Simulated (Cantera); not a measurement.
Feed: 1 mol SiHCl3, a varied amount of C3H8, 34 mol H2, at 2173.15 K and 10.0 mbar.

Cantera equilibrium calculation (NASA polynomials, part measured and part estimated; ideal gas, pure solids and liquids). Candidate condensed phases: C, C6H6, C7H8, C8H18, Si, SiC; 109 gas species. Gases not in the tables: Si2H6 and higher silanes. The numbers say what is thermodynamically allowed, not how fast it happens.

Task: What share of the Si ends up in condensed phases as a function of n(C3H8) (mol), at 0.0056, 0.0083, 0.012, 0.019, 0.028, 0.042, 0.063, 0.094, 0.14, 0.21?

Result: 
```json
[
 {"n(C3H8) (mol)": "0.0056", "Si condensed (%)": "0.0", "as": "-"},
 {"n(C3H8) (mol)": "0.0083", "Si condensed (%)": "0.0", "as": "-"},
 {"n(C3H8) (mol)": "0.012", "Si condensed (%)": "0.0", "as": "-"},
 {"n(C3H8) (mol)": "0.019", "Si condensed (%)": "1.7", "as": "SiC(s)"},
 {"n(C3H8) (mol)": "0.028", "Si condensed (%)": "4.5", "as": "SiC(s)"},
 {"n(C3H8) (mol)": "0.042", "Si condensed (%)": "8.7", "as": "SiC(s)"},
 {"n(C3H8) (mol)": "0.063", "Si condensed (%)": "15.1", "as": "SiC(s)"},
 {"n(C3H8) (mol)": "0.094", "Si condensed (%)": "24.5", "as": "SiC(s)"},
 {"n(C3H8) (mol)": "0.14", "Si condensed (%)": "38.3", "as": "SiC(s)"},
 {"n(C3H8) (mol)": "0.21", "Si condensed (%)": "58.2", "as": "SiC(s)"}
]
```
